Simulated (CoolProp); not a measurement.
Vapour-liquid equilibrium of R22 (1) + c-C4F8 (RC318) (2) at 327.9 K; x and y are mole fractions of (1).

The numbers come from the multi-fluid Helmholtz-energy mixture model, Kamei 1995 and Platzer 1990; pair parameters Bell 2016 in CoolProp. This equation is an older, rougher fit; its heat capacities, sound speeds and derivatives of the liquid may be far off and weren't checked against measurements.

| x | bubble pressure, mixture model (MPa) | bubble pressure, Raoult's law (MPa) | y, mixture model | y, Raoult's law |
|---|---|---|---|---|
| 0.05 | 0.7769 | 0.8057 | 0.093 | 0.134 |
| 0.125 | 0.8739 | 0.9128 | 0.245 | 0.296 |
| 0.2 | 1.005 | 1.020 | 0.388 | 0.424 |
| 0.275 | 1.157 | 1.127 | 0.508 | 0.528 |
| 0.35 | 1.316 | 1.234 | 0.601 | 0.613 |
| 0.425 | 1.469 | 1.341 | 0.672 | 0.685 |
| 0.5 | 1.608 | 1.449 | 0.726 | 0.747 |
| 0.575 | 1.730 | 1.556 | 0.769 | 0.799 |
| 0.65 | 1.836 | 1.663 | 0.806 | 0.845 |
| 0.725 | 1.928 | 1.770 | 0.840 | 0.886 |
| 0.8 | 2.009 | 1.877 | 0.875 | 0.922 |
| 0.875 | 2.079 | 1.984 | 0.913 | 0.954 |
| 0.95 | 2.136 | 2.092 | 0.960 | 0.982 |

The largest gap from Raoult's law is +11.2 % in bubble pressure, at x = 0.575. No azeotrope shows between x = 0.05 and 0.95.

Pair parameters are fitted to limited data, so mixtures are less certain than the pure fluids. The gap from Raoult's law changes sign with composition, which may be real or a fault of the pair parameters; it wasn't checked against measurements.
